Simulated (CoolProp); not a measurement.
A simple Rankine cycle with propyne: condensing at 313.15 K, boiler at 3.53 MPa, turbine inlet 391 K, turbine efficiency 0.8, pump efficiency 0.7, no recuperator. Each further row changes one setting.

Values from CoolProp's reference Helmholtz-energy equation of state, Polt 1992. This equation is an older, rougher fit; its heat capacities, sound speeds and derivatives of the liquid may be far off and weren't checked against measurements.

```
case                             thermal efficiency (%)  net work (kJ/kg)  heat in (kJ/kg)  turbine exit temperature (K)  volume ratio over the turbine
-------------------------------  ----------------------  ----------------  ---------------  ----------------------------  -----------------------------
as stated                                             ?                 ?              513                         319.9                           4.10
turbine inlet 411 K                                11.4              64.7                ?                         344.0                           3.97
condensing temperature 305.15 K                    12.3              65.5                ?                         311.0                              ?
boiler pressure 2.47 MPa                            8.9              49.1              551                             ?                           2.75
turbine efficiency 0.7                                ?              48.5              513                             ?                           4.18
```

Q: Complete the blanks.

A: 
- as stated, thermal efficiency (%): 11.0
- as stated, net work (kJ/kg): 56.3
- turbine inlet 411 K, heat in (kJ/kg): 568
- condensing temperature 305.15 K, heat in (kJ/kg): 533
- condensing temperature 305.15 K, volume ratio over the turbine: 5.04
- boiler pressure 2.47 MPa, turbine exit temperature (K): 343.2
- turbine efficiency 0.7, thermal efficiency (%): 9.4
- turbine efficiency 0.7, turbine exit temperature (K): 324.0
